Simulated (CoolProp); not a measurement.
A simple Rankine cycle with propylene: condensing at 311.15 K, boiler at 3.67 MPa, turbine inlet 502.4 K, turbine efficiency 0.65, pump efficiency 0.7, no recuperator. Each further row changes one setting.

Model: reference Helmholtz-energy equation of state, Lemmon 2013, in CoolProp.

```csv
case,thermal efficiency (%),net work (kJ/kg),heat in (kJ/kg),turbine exit temperature (K),volume ratio over the turbine
as stated,6.2,42.2,684,472.1,2.29
turbine inlet 522.4 K,6.1,…,733,492.5,2.28
condensing temperature 303.15 K,7.4,52.0,…,466.1,2.75
boiler pressure 2.57 MPa,3.7,26.1,…,485.5,…
turbine efficiency 0.55,5.1,34.8,684,475.4,…
```

Problem. Complete the blanks.

Solution. 
- turbine inlet 522.4 K, net work (kJ/kg): 44.8
- condensing temperature 303.15 K, heat in (kJ/kg): 706
- boiler pressure 2.57 MPa, heat in (kJ/kg): 699
- boiler pressure 2.57 MPa, volume ratio over the turbine: 1.61
- turbine efficiency 0.55, volume ratio over the turbine: 2.31
